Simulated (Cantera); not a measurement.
Standard-state values (1 bar) from the NASA 1993 polynomials, evaluated with Cantera. Values are per mole of reaction as written; species without (g) are pure solids or liquids, kept so even where they would boil at 1 bar.

**Question.** Between 300 and 2173 K, where is each reaction favourable under standard conditions?
- SiO(g) → Si + O(g)

**Answer.** 
- SiO(g) → Si + O(g): ΔG° is 359 kJ at 300 K and 374 kJ at 2173 K; it stays positive (K < 1). ΔH° is 422 kJ and ΔS° 22 J/K at 2173 K.
